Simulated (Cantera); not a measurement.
# Low-pressure radical oxidation in H2/O2

A perfectly stirred reactor is fed with H₂ : O₂ : N₂ = 0.16 : 1 : 2.1 (molar parts), equivalence ratio 0.080, at 1.73 Torr; it is held at 1200 K, and followed from long to short residence time.

Model: GRI-Mech 3.0 (53 species, 325 reactions), integrated in Cantera. Radical loss at walls, strong at low pressure, is not modelled. The temperature is held fixed by assumption; the heat of reaction is taken as removed at once.

```tsv
τ (s)	x H₂	x O₂	x H₂O	x N₂O	x OH	x NO₂
16	0.000431	0.286	0.0483	1.45e-9	0.00134	3.46e-12
4.3	0.000859	0.283	0.0460	1.10e-9	0.00188	3.11e-12
1.2	0.00140	0.279	0.0427	8.76e-10	0.00236	2.06e-12
0.32	0.00199	0.277	0.0397	7.35e-10	0.00269	<1e-12
0.087	0.00314	0.277	0.0372	5.74e-10	0.00302	<1e-12
0.024	0.00647	0.280	0.0333	3.33e-10	0.00354	<1e-12
0.0064	0.0164	0.287	0.0244	1.05e-10	0.00384	<1e-12
0.0017	0.0419	0.302	0.00512	6.76e-12	0.00133	<1e-12
```
x: mole fraction; the columns are a selection and need not sum to one.
